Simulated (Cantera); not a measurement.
A freely propagating, adiabatic, planar premixed flame of 2.64 % CH4, 0.659 % C2H6, 3.95 % C3H8, 19.5 % O2, 73.3 % N2, equivalence ratio 1.4, unburnt at 675 K and 760 Torr; mixture-averaged transport, grid criteria slope 0.08 and curve 0.16, no radiation.

Cantera simulation using GRI-Mech 3.0 (53 species, 325 reactions); the numbers are that mechanism's predictions, not measurements. GRI-Mech 3.0 was tuned for natural gas; its chemistry of propane as a main component is partial and can be far from experiment. Burning velocities carry a grid error of a few per cent, more on coarse grids.

Problem. Predict: laminar burning velocity; thermal thickness; peak x(CH2); peak x(CO); peak x(CH2O).

Solution. 
| Property | Value |
|---|---|
| laminar burning velocity | 141 cm/s |
| thermal thickness | 0.299 mm |
| peak x(CH2) | 0.000136 |
| peak x(CO) | 0.101 |
| peak x(CH2O) | 0.00189 |
